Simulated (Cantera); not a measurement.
A closed system holds: 1 mol Fe, 0.0016 mol O2, 24 mol CO, equilibrated at 56.0 mbar.

Method: chemical equilibrium by Gibbs-energy minimisation in Cantera with the NASA 1993 tables (ideal gas, pure condensed phases). Candidate condensed phases: C, Fe, Fe(CO)5, FeO, Fe2O3, Fe3O4; 15 gas species. Kinetics and transport are ignored.

**Question.** At 1325 °C, list the 3 most abundant gas species with their mole fractions, and the condensed phases.

**Answer.** CO 1.000, CO2 0.000133, Fe 1.89e-5. Condensed: Fe(γ).
